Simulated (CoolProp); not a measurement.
Values from CoolProp's reference Helmholtz-energy equation of state, Guder 2009.

Q: For sulfur hexafluoride, give the phase and the speed of sound (m/s), viscosity (µPa s) at 625 K and 139 kPa; 625 K and 478 kPa; 625 K and 721 kPa.

A: 
- 625 K and 139 kPa: gas; speed of sound 195, viscosity 28.5
- 625 K and 478 kPa: gas; speed of sound 194, viscosity 28.6
- 625 K and 721 kPa: gas; speed of sound 194, viscosity 28.7

Viscosity comes from a separate model (Quiñones-Cisneros 2012).
